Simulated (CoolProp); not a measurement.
Carbonyl sulfide at 293.15 K and 0.303 MPa is compressed adiabatically to 1.06 MPa with isentropic efficiency 0.9. Each further row changes one setting.

Computed with CoolProp (reference Helmholtz-energy equation of state, Lemmon 2006). It is a short technical equation, of lower accuracy than the large ones.

```csv
case,work (kJ/kg),final temperature (K),final density (kg/m³)
as stated,61.2,(withheld),(withheld)
efficiency 1,55.1,(withheld),(withheld)
efficiency 0.65,84.8,413.6,19.4
```

Question: What belongs in the gaps?

Answer: 
- as stated, final temperature (K): 384.4
- as stated, final density (kg/m³): 21.1
- efficiency 1, final temperature (K): 376.8
- efficiency 1, final density (kg/m³): 21.6
